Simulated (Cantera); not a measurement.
Mg(OH)2 + C + O2 (calcination and drying)

Input: 1 mol Mg(OH)2, 0.45 mol C, a varied amount of O2, equilibrated at 900 K and 13300 Pa.

These are equilibrium values from Cantera (NASA tables, ideal gas, pure condensed phases), not measurements of a reactor. Candidate condensed phases: C, C6H6, C7H8, C8H18, H2O, Mg, MgCO3, MgO, Mg(OH)2; 116 gas species. Equilibrium is a limit: real reactors are often held back by kinetics, nucleation or transport.

| n(O2) (mol) | x O2 | x H2O | x CO2 | x H2 | x CO | x CH4 | x OH | n MgO(s) |
|---|---|---|---|---|---|---|---|---|
| 0.19 | <1e-12 | 0.404 | 0.237 | 0.286 | 0.0729 | 5.66e-5 | <1e-12 | 1.00 |
| 0.33 | <1e-12 | 0.554 | 0.280 | 0.136 | 0.0299 | 1.81e-6 | <1e-12 | 1.00 |
| 0.56 | 0.0705 | 0.641 | 0.288 | 2.11e-11 | 4.14e-12 | <1e-12 | 4.18e-8 | 1.00 |
| 0.95 | 0.256 | 0.513 | 0.231 | 8.87e-12 | 1.74e-12 | <1e-12 | 5.17e-8 | 1.00 |
| 1.6 | 0.442 | 0.385 | 0.173 | 5.07e-12 | <1e-12 | <1e-12 | 5.13e-8 | 1.00 |
| 2.7 | 0.608 | 0.270 | 0.122 | 3.04e-12 | <1e-12 | <1e-12 | 4.66e-8 | 1.00 |
| 4.6 | 0.741 | 0.179 | 0.0804 | 1.82e-12 | <1e-12 | <1e-12 | 3.98e-8 | 1.00 |
| 7.8 | 0.835 | 0.114 | 0.0511 | 1.09e-12 | <1e-12 | <1e-12 | 3.27e-8 | 1.00 |
| 13 | 0.896 | 0.0714 | 0.0321 | <1e-12 | <1e-12 | <1e-12 | 2.64e-8 | 1.00 |
x: gas mole fraction; n: condensed amount in mol.

From 0.19 mol O2 to 13 mol O2 the condensed part is MgO(s).
